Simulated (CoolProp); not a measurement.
A single-stage vapour-compression cycle with carbonyl sulfide: evaporating at 323.15 K (dew point), condensing at 345.15 K (bubble point), superheat 5 K, subcooling 5 K, compressor efficiency 0.7, no pressure losses. Each further row changes one setting.

The numbers come from the reference Helmholtz-energy equation of state, Lemmon 2006 in CoolProp. It is a short technical equation, of lower accuracy than the large ones.

```json
[
 {"case": "as stated", "cooling COP": "8.54", "pressure ratio": "1.55", "discharge temperature (K)": "369.0", "refrigerating effect (kJ/kg)": "192", "volumetric capacity (kJ/m³)": "12500"},
 {"case": "evaporating temperature 328.15 K", "cooling COP": "11.4", "pressure ratio": "1.40", "discharge temperature (K)": "364.4", "refrigerating effect (kJ/kg)": "192", "volumetric capacity (kJ/m³)": "…"},
 {"case": "condensing temperature 340.15 K", "cooling COP": "11.4", "pressure ratio": "…", "discharge temperature (K)": "359.8", "refrigerating effect (kJ/kg)": "200", "volumetric capacity (kJ/m³)": "13000"},
 {"case": "subcooling 10 K", "cooling COP": "8.91", "pressure ratio": "1.55", "discharge temperature (K)": "369.0", "refrigerating effect (kJ/kg)": "200", "volumetric capacity (kJ/m³)": "13000"},
 {"case": "superheat 15 K", "cooling COP": "8.42", "pressure ratio": "1.55", "discharge temperature (K)": "380.0", "refrigerating effect (kJ/kg)": "202", "volumetric capacity (kJ/m³)": "12300"},
 {"case": "compressor efficiency 0.6", "cooling COP": "7.32", "pressure ratio": "1.55", "discharge temperature (K)": "…", "refrigerating effect (kJ/kg)": "192", "volumetric capacity (kJ/m³)": "12500"}
]
```

Q: Fill in the missing entries.

A: 
- evaporating temperature 328.15 K, volumetric capacity (kJ/m³): 14000
- condensing temperature 340.15 K, pressure ratio: 1.41
- compressor efficiency 0.6, discharge temperature (K): 372.4
